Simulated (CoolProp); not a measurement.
C2F6 (R116) at several states: fugacity coefficient from the reference equation and from simpler models built on Tc = 293.0 K, pc = 30.48 bar, ω = 0.257; each cubic takes its own stable root.

Values from CoolProp's reference Helmholtz-energy equation of state, Lemmon 2006. It is a short technical equation, of lower accuracy than the large ones.

| T (K) | p (bar) | phase | reference | van der Waals | Redlich-Kwong | Soave-Redlich-Kwong | Peng-Robinson |
|---|---|---|---|---|---|---|---|
| 281.9 | 4.06 | gas | 0.9498 | 0.9567 | 0.9497 | 0.9488 | 0.9438 |
| 253.2 | 0.121 | gas | 0.9979 | 0.9983 | 0.9980 | 0.9978 | 0.9977 |
| 257.7 | 27.5 | liquid | 0.3765 | 0.5327 | 0.4315 | 0.3840 | 0.3708 |
